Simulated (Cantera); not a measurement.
A closed system holds: 1 mol PbO, 4.4 mol C, 0.14 mol H₂, at 2050 K and 30000 Pa.

These are equilibrium values from Cantera (NASA tables, ideal gas, pure condensed phases), not measurements of a reactor. Candidate condensed phases: C, C₆H₆, C₇H₈, C₈H₁₈, H₂O, Pb, PbO, PbO₂, Pb₃O₄; 113 gas species. Kinetics and transport are ignored.

Base state: CO 0.467, Pb 0.467, H₂ 0.0648, H 0.00105, Pb₂ 0.000289, C₂H₂ (acetylene) 6.88e-5 (mole fractions); condensed: C(graphite).

What changes in the equilibrium state with this change: pressure from 30000 Pa to 88.0 Pa?


| species | before | after |
|---|---|---|
| CO | 0.467 | 0.463 |
| Pb | 0.467 | 0.463 |
| H₂ | 0.0648 | 0.0557 |
| H | 0.00105 | 0.0181 |
| Pb₂ | 0.000289 | 8.35e-7 |
| C₂H₂ (acetylene) | 6.88e-5 | 5.92e-5 |
| C(graphite), mol | 3.40 | 3.40 |
